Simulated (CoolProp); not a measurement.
A single-stage vapour-compression cycle with the fluid: evaporating at 270.15 K (dew point), condensing at 322.15 K (bubble point), superheat 8 K, subcooling 5 K, compressor efficiency 0.65, no pressure losses. The same conditions are run with several fluids, on thermodynamics alone (safety and materials aside).

Computed with CoolProp (reference Helmholtz-energy equation of state of each fluid (R1233zd(E): Akasaka 2022; n-pentane: Thol 2019; c-C4F8 (RC318): Platzer 1990; R507A: Lemmon 2003; R123: Younglove 1994; R113: Marx 1992)). The equations of Platzer and Polt are older, rougher fits. Blends and air are pseudo-pure fits.

```
fluid           cooling COP  pressure ratio  discharge temperature (K)  refrigerating effect (kJ/kg)  volumetric capacity (kJ/m³)
--------------  -----------  --------------  -------------------------  ----------------------------  ---------------------------
R1233zd(E)             2.86            6.72                      349.8                           155                          378
n-pentane              2.86            7.25                      340.6                           292                          196
c-C4F8 (RC318)         2.44            5.52                      322.3                          69.8                          722
R507A                  2.34            4.07                      346.7                           102                         2840
R123                   2.89            7.25                      352.0                           140                          267
R113                   2.89            8.18                      343.9                           122                          129
```
